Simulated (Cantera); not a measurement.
An adiabatic, constant-pressure homogeneous reactor starts with 17.2 % CO, 2.24 % H₂, 15.0 % O₂, 56.4 % N₂, 9.14 % H₂O, equivalence ratio 0.65, at 1198 K and 2.70 bar.

Computed with Cantera and GRI-Mech 3.0 (53 species, 325 reactions). The hydrogen kinetics of GRI-Mech 3.0 are dated; newer H2 mechanisms differ, most at raised pressure.

### Question
Predict: time of steepest temperature rise; temperature at 3.00 s; equilibrium temperature; x(CO) at 3.00 s; x(H₂) at 3.00 s; x(O₂) at 3.00 s; x(HO₂) at 3.00 s; x(NO) at 3.00 s.

### Answer
```json
{
 "time_of_steepest_temperature_rise": "98.5 µs",
 "temperature at 3.00 s": "2461 K",
 "equilibrium_temperature": "2461 K",
 "x(CO) at 3.00 s": "0.0134 (gas-phase equilibrium 0.0134)",
 "x(H₂) at 3.00 s": "0.00150 (gas-phase equilibrium 0.00150)",
 "x(O₂) at 3.00 s": "0.0572 (gas-phase equilibrium 0.0572)",
 "x(HO₂) at 3.00 s": "6.80e-6 (gas-phase equilibrium 6.80e-6)",
 "x(NO) at 3.00 s": "0.00991 (gas-phase equilibrium 0.00991)"
}
```
